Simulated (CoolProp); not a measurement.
Vapour-liquid equilibrium of sulfur hexafluoride (1) + R113 (2) at -13.35 °C; x and y are mole fractions of (1).

Model: multi-fluid Helmholtz-energy mixture model, Guder 2009 and Marx 1992; pair parameters Bell 2016, in CoolProp.

### Question
Give the bubble pressure and the first vapour's composition at x = 0.5, 0.65, 0.95. Is there an azeotrope?

### Answer
x = 0.5: 268.0 kPa, y = 0.977; x = 0.65: 392.4 kPa, y = 0.990; x = 0.95: 791.6 kPa, y = 1.000. No azeotrope shows between x = 0.05 and 0.95.

Pair parameters are fitted to limited data, so mixtures are less certain than the pure fluids. The gap from Raoult's law changes sign with composition, which may be real or a fault of the pair parameters; it wasn't checked against measurements. With so large a gap from Raoult's law the liquid may split in two, which this calculation doesn't test in full.
